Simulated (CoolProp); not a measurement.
R13 along the isotherm 71.05 °C: density (kg/m³) from the reference equation and from simpler models built on Tc = 29.9 °C, pc = 3973 kPa, ω = 0.175; each cubic takes its own stable root.

Computed with CoolProp (reference Helmholtz-energy equation of state, Platzer 1990). This equation is an older, rougher fit; its heat capacities, sound speeds and derivatives of the liquid may be far off and weren't checked against measurements.

```csv
p (kPa),phase,reference,ideal gas,van der Waals
458,gas,17.16,16.72,17.15
917,gas,35.32,33.47,35.31
1380,gas,54.76,50.37,54.76
1830,gas,74.91,66.80,74.94
2290,gas,96.97,83.59,97.13
2750,gas,120.8,100.4,121.2
3210,gas,146.7,117.2,147.7
3670,gas,175.0,134.0,177.3
4130,supercritical,206.3,150.7,210.8
4580,supercritical,240.4,167.2,248.9
5040,supercritical,279.4,184.0,295.4
5500,supercritical,323.2,200.8,351.5
5960,supercritical,372.2,217.5,415.5
```
